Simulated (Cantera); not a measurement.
Source: NASA polynomial tables (part measured, part estimated), evaluated in Cantera. Values are per mole of reaction as written; species without (g) are pure solids or liquids, kept so even where they would boil at 1 bar.

NO(g) + 2 Li → N(g) + Li2O

| T (K) | ΔH° (kJ) | ΔS° (J/K) | ΔG° (kJ) | log10 K | condensed phases |
|---|---|---|---|---|---|
| 423 | … | … | … | … | Li(s), Li2O(s) |
| 623 | -223.3 | -91.3 | -166.4 | 13.95 | Li(l), Li2O(s) |
| 823 | -221.6 | -89.0 | -148.4 | 9.42 | Li(l), Li2O(s) |
| 1023 | … | … | … | … | Li(l), Li2O(s) |
| 1223 | … | … | … | … | Li(l), Li2O(s) |
| 1423 | … | … | … | … | Li(l), Li2O(s) |
| 1623 | -206.1 | -76.7 | -81.7 | 2.63 | Li(l), Li2O(s) |

Task: Complete the blanks.

Result: 
- 423, ΔH° (kJ): -217.5
- 423, ΔS° (J/K): -78.4
- 423, ΔG° (kJ): -184.3
- 423, log10 K: 22.76
- 1023, ΔH° (kJ): -218.6
- 1023, ΔS° (J/K): -86.1
- 1023, ΔG° (kJ): -130.5
- 1023, log10 K: 6.66
- 1223, ΔH° (kJ): -214.9
- 1223, ΔS° (J/K): -82.9
- 1223, ΔG° (kJ): -113.6
- 1223, log10 K: 4.85
- 1423, ΔH° (kJ): -210.7
- 1423, ΔS° (J/K): -79.7
- 1423, ΔG° (kJ): -97.3
- 1423, log10 K: 3.57
